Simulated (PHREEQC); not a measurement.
## Reverse-osmosis reject (model solution)

A made-up water analysis in mg/L, 75 °C, pH 7.9, pe 10.3:

```json
[
 {"constituent": "Na", "mg/L": "1190"},
 {"constituent": "K", "mg/L": "753"},
 {"constituent": "Ca", "mg/L": "101"},
 {"constituent": "Mg", "mg/L": "55"},
 {"constituent": "Cl", "mg/L": "2500"},
 {"constituent": "S(6) as SO4", "mg/L": "340"},
 {"constituent": "Alkalinity as HCO3", "mg/L": "274"},
 {"constituent": "Pb", "mg/L": "71.4"},
 {"constituent": "N(5) as NO3", "mg/L": "1.24"},
 {"constituent": "Zn", "mg/L": "27.9"}
]
```

Cl is adjusted to close the charge balance.
Valence states are taken as typed.

Equilibrium calculation in PHREEQC: ion-association model, phreeqc.dat.

This is a speciation only: nothing precipitates in the calculation.

What ionic strength, activity of water does the model give?

ionic strength 0.0860 mol/kgw; activity of water 0.890.

In which forms is Pb present?

PbCO3 86 %, Pb(CO3)2-2 7.7 %, PbCl+ 3.3 %, Pb+2 1.2 %, PbHCO3+ 0.9 %, PbOH+ 0.7 % of the Pb.

Saturation is exceeded, for instance for Pb(OH)2, Cerussite; the values hold only as long as no solid forms. Away from 25 °C the constants follow the database's enthalpies or fits; those with neither stay at their 25 °C values. The database's zinc carbonate complexes are estimates, stronger than later reviews accept.
